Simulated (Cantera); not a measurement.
A closed system holds: 1 mol SiHCl₃, 0.32 mol NH₃, 25 mol N₂, held at 3.30 Torr.

Method: chemical equilibrium by Gibbs-energy minimisation in Cantera with the NASA 1993 tables (ideal gas, pure condensed phases). Candidate condensed phases: NH₄Cl, Si, Si₃N₄; 28 gas species. The tables' values for SiCl₃ are old estimates; treat these amounts as uncertain. Rates play no part.

x: gas mole fraction; n: condensed amount in mol.

```
T (K)   x N₂   x HCl   x SiCl₂  x SiCl₄        x H₂  n Si₃N₄(s)
-----  -----  ------  --------  -------  ----------  ----------
1048   0.921  0.0598   1.01e-5   0.0129     0.00657       0.217
1098   0.920  0.0605   4.35e-5   0.0126     0.00623       0.218
1148   0.920  0.0610  0.000164   0.0122     0.00596       0.218
1198   0.920  0.0614  0.000542   0.0116     0.00576       0.216
1248   0.919  0.0614   0.00159   0.0105     0.00569       0.210
1298   0.918  0.0610   0.00406  0.00868     0.00582       0.197
1348   0.916  0.0596   0.00875  0.00596  (withheld)       0.171
1398   0.914  0.0567    0.0154  0.00312  (withheld)       0.135
1448   0.912  0.0522    0.0221  0.00124  (withheld)      0.0955
```

**Question.** What belongs in the gaps?

**Answer.** 
- 1348, x H₂: 0.00636
- 1398, x H₂: 0.00759
- 1448, x H₂: 0.00970
